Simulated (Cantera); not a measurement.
An adiabatic, constant-pressure homogeneous reactor starts with C3H8 : O2 : N2 = 1 : 10.6 : 40 (molar parts), equivalence ratio 0.47, at 1600 K and 1.30 bar.

Model: GRI-Mech 3.0 (53 species, 325 reactions), integrated in Cantera. GRI-Mech 3.0 was tuned for natural gas; its chemistry of propane as a main component is partial and can be far from experiment.

One state of this run: T (K) = 2471; x C3H8 = <1e-12; x O2 = 0.0975; x CH4 = <1e-12; x NO = 0.0145; x C2H2 = <1e-12; x CO2 = 0.0520. x: mole fraction; the columns are a selection and need not sum to one.

Problem. Which value of t (s) does it belong to?
(A) 0.000114
(B) 0.123
(C) 2.83e-5
(D) 7.00e-6

Solution. B, 0.123
